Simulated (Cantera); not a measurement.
A closed system holds: 1 mol MgSO4, 1.8 mol CO2, equilibrated at 13300 Pa.

Cantera equilibrium calculation (NASA polynomials, part measured and part estimated; ideal gas, pure solids and liquids). Candidate condensed phases: C, Mg, MgCO3, MgO, MgS, MgSO4, S; 26 gas species. Mutual solubility and eutectic melting of coexisting phases are not modelled. Rates play no part. All values below are at 1175 K.

Base state: CO2 0.752, SO2 0.162, O2 0.0808, SO3 0.00530 (mole fractions); condensed: MgO(s) + MgSO4(s).

**Question.** What changes in the equilibrium state with this change: pressure from 13300 Pa to 850000 Pa?

**Answer.** 
| species | before | after |
|---|---|---|
| CO2 | 0.752 | 0.996 |
| SO2 | 0.162 | 0.00253 |
| O2 | 0.0808 | 0.00127 |
| SO3 | 0.00530 | 8.32e-5 |
| MgO(s), mol | 0.399 | 0.00473 |
| MgSO4(s), mol | 0.601 | 0.995 |
